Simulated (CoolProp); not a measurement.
Vapour pressure (kPa) of ethylene: the reference equation beside estimates from Tc = 9.2 °C, pc = 5042 kPa, ω = 0.087.

Computed with CoolProp (reference Helmholtz-energy equation of state, Smukala 2000).

| T (°C) | reference | van der Waals | Soave-Redlich-Kwong | Peng-Robinson |
|---|---|---|---|---|
| -121.55 | 30.94 | 223.5 | … | … |
| -111.05 | 64.59 | 337.9 | 63.81 | 66.02 |
| -100.55 | 122.0 | … | 120.9 | 123.5 |
| -90.05 | … | 676.3 | 211.5 | 213.8 |
| -79.55 | … | 908.7 | 346.6 | 347.7 |
| -68.95 | 539.0 | 1191 | 540.1 | 538.9 |
| -58.45 | 796.9 | 1522 | 801.1 | 796.3 |
| -47.95 | 1135 | 1906 | … | 1135 |
| -37.45 | 1566 | 2346 | 1583 | … |
| -26.95 | 2105 | 2846 | … | 2111 |

Task: Complete the blanks.

Result: 
- -121.55, Soave-Redlich-Kwong: 30.50
- -121.55, Peng-Robinson: 32.10
- -100.55, van der Waals: 487.4
- -90.05, reference: 212.7
- -79.55, reference: 347.2
- -47.95, Soave-Redlich-Kwong: 1144
- -37.45, Peng-Robinson: 1568
- -26.95, Soave-Redlich-Kwong: 2130

Absolute difference from the reference over all 10 rows, mean and median: van der Waals 209.0 and 141.3 %, Soave-Redlich-Kwong 0.8 and 0.8 %, Peng-Robinson 0.8 and 0.2 %.
